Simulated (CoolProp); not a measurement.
Aqueous potassium formate as a coolant, at -15 °C, 1 atm.

Model: Melinder's fits for secondary coolants, in CoolProp.

```csv
mass %,freezing point (°C),conductivity (W/(m K)),density (kg/m³),Prandtl number,cp (kJ/(kg K))
25.8,-16.7,0.505,1171,25.7,3.214
30.5,-21.7,0.497,1205,27.0,3.067
35.1,-27.6,0.488,1239,28.6,2.938
39.8,-34.7,0.477,1274,30.9,2.821
44.4,-42.8,0.465,1310,35.3,2.713
```
